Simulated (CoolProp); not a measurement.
Vapour pressure (kPa) of octamethyltrisiloxane (MDM): the reference equation beside estimates from Tc = 292.2 °C, pc = 1438 kPa, ω = 0.528. Clausius-Clapeyron is anchored at 181.65 °C with a constant enthalpy of vaporisation of 32.75 kJ/mol.

The numbers come from the reference Helmholtz-energy equation of state, Thol 2017 in CoolProp.

```csv
T (°C),reference,Clausius-Clapeyron,Peng-Robinson
172.05,[?],[?],163.0
175.25,177.1,[?],175.5
178.45,190.6,192.5,188.8
181.65,204.7,204.7,202.9
184.85,219.7,[?],[?]
188.05,[?],230.9,233.6
191.25,252.1,[?],250.2
194.45,269.6,259.5,267.7
197.65,288.0,[?],286.1
```

### Question
What belongs in the gaps?

### Answer

- 172.05, reference: 164.5
- 172.05, Clausius-Clapeyron: 169.8
- 175.25, Clausius-Clapeyron: 180.9
- 184.85, Clausius-Clapeyron: 217.5
- 184.85, Peng-Robinson: 217.8
- 188.05, reference: 235.5
- 191.25, Clausius-Clapeyron: 244.9
- 197.65, Clausius-Clapeyron: 274.8

Absolute difference from the reference over all 9 rows, mean and median: Clausius-Clapeyron 2.3 and 2.1 %, Peng-Robinson 0.8 and 0.9 %.
